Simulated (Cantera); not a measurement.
An adiabatic, constant-pressure homogeneous reactor starts with CH4 : H2 : O2 : N2 = 1 : 0.18 : 1.61 : 6.04 (molar parts), equivalence ratio 1.3, at 1075 K and 500000 Pa. Integrator tolerance rtol = 1e-08.

Cantera simulation using GRI-Mech 3.0 (53 species, 325 reactions); the numbers are that mechanism's predictions, not measurements.

Task: What does this change do: constant volume in place of constant pressure?

Result: 
```json
[
 {"quantity": "time of steepest temperature rise", "before": "7.03 ms", "after": "6.42 ms"},
 {"quantity": "temperature at 0.100 s", "before": "2624 K", "after": "2919 K"},
 {"quantity": "equilibrium temperature", "before": "2624 K", "after": "2919 K"},
 {"quantity": "x(CH4) at 0.100 s", "before": "1.21e-12 (gas-phase equilibrium 1.40e-12)", "after": "4.48e-12 (gas-phase equilibrium 5.24e-12)"},
 {"quantity": "x(H2) at 0.100 s", "before": "0.0421 (gas-phase equilibrium 0.0421)", "after": "0.0433 (gas-phase equilibrium 0.0433)"},
 {"quantity": "x(O2) at 0.100 s", "before": "0.000453 (gas-phase equilibrium 0.000453)", "after": "0.00144 (gas-phase equilibrium 0.00144)"},
 {"quantity": "x(CO2) at 0.100 s", "before": "0.0440 (gas-phase equilibrium 0.0440)", "after": "0.0395 (gas-phase equilibrium 0.0395)"},
 {"quantity": "x(HO2) at 0.100 s", "before": "4.00e-7 (gas-phase equilibrium 4.00e-7)", "after": "2.28e-6 (gas-phase equilibrium 2.28e-6)"},
 {"quantity": "x(C2H) at 0.100 s", "before": "<1e-12 (gas-phase equilibrium <1e-12)", "after": "<1e-12 (gas-phase equilibrium <1e-12)"}
]
```

Task: What does this change do: initial temperature 1075 to 1350 K?

Result: 
| quantity | before | after |
|---|---|---|
| time of steepest temperature rise | 7.03 ms | 0.629 ms |
| temperature at 0.100 s | 2624 K | 2787 K |
| equilibrium temperature | 2624 K | 2787 K |
| x(CH4) at 0.100 s | 1.21e-12 (gas-phase equilibrium 1.40e-12) | <1e-12 (gas-phase equilibrium <1e-12) |
| x(H2) at 0.100 s | 0.0421 (gas-phase equilibrium 0.0421) | 0.0435 (gas-phase equilibrium 0.0435) |
| x(O2) at 0.100 s | 0.000453 (gas-phase equilibrium 0.000453) | 0.00153 (gas-phase equilibrium 0.00153) |
| x(CO2) at 0.100 s | 0.0440 (gas-phase equilibrium 0.0440) | 0.0404 (gas-phase equilibrium 0.0404) |
| x(HO2) at 0.100 s | 4.00e-7 (gas-phase equilibrium 4.00e-7) | 1.40e-6 (gas-phase equilibrium 1.40e-6) |
| x(C2H) at 0.100 s | <1e-12 (gas-phase equilibrium <1e-12) | <1e-12 (gas-phase equilibrium <1e-12) |

Task: What does this change do: pressure from 500000 Pa to 100000 Pa?

Result: 
```json
[
 {"quantity": "time of steepest temperature rise", "before": "7.03 ms", "after": "40.4 ms"},
 {"quantity": "temperature at 0.100 s", "before": "2624 K", "after": "2568 K"},
 {"quantity": "equilibrium temperature", "before": "2624 K", "after": "2568 K"},
 {"quantity": "x(CH4) at 0.100 s", "before": "1.21e-12 (gas-phase equilibrium 1.40e-12)", "after": "<1e-12 (gas-phase equilibrium <1e-12)"},
 {"quantity": "x(H2) at 0.100 s", "before": "0.0421 (gas-phase equilibrium 0.0421)", "after": "0.0434 (gas-phase equilibrium 0.0434)"},
 {"quantity": "x(O2) at 0.100 s", "before": "0.000453 (gas-phase equilibrium 0.000453)", "after": "0.00122 (gas-phase equilibrium 0.00122)"},
 {"quantity": "x(CO2) at 0.100 s", "before": "0.0440 (gas-phase equilibrium 0.0440)", "after": "0.0429 (gas-phase equilibrium 0.0429)"},
 {"quantity": "x(HO2) at 0.100 s", "before": "4.00e-7 (gas-phase equilibrium 4.00e-7)", "after": "4.85e-7 (gas-phase equilibrium 4.85e-7)"},
 {"quantity": "x(C2H) at 0.100 s", "before": "<1e-12 (gas-phase equilibrium <1e-12)", "after": "<1e-12 (gas-phase equilibrium <1e-12)"}
]
```
